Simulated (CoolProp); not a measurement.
Vapour-liquid equilibrium of ethanol (1) + ethylbenzene (2) at 0.0809 MPa; x and y are mole fractions of (1).

Model: multi-fluid Helmholtz-energy mixture model, Schroeder 2014 and Zhou 2012; pair parameters Bell 2016, in CoolProp.

| x | bubble temperature (K) | y at the bubble point | dew temperature at overall composition x (K) | liquid density (mol/L) |
|---|---|---|---|---|
| 0.05 | 374.7 | 0.564 | 399.3 | 7.654 |
| 0.2 | 353.8 | 0.811 | 393.5 | 8.486 |
| 0.35 | 349.7 | 0.847 | 386.7 | 9.315 |
| 0.5 | 348.6 | 0.859 | 378.7 | 10.31 |
| 0.65 | 347.9 | 0.869 | 368.7 | 11.55 |
| 0.8 | 347.0 | 0.894 | 355.0 | 13.16 |
| 0.95 | 346.1 | 0.960 | 346.2 | 15.26 |

No azeotrope shows between x = 0.05 and 0.95.

Pair parameters are fitted to limited data, so mixtures are less certain than the pure fluids. With so large a gap from Raoult's law the liquid may split in two, which this calculation doesn't test in full.
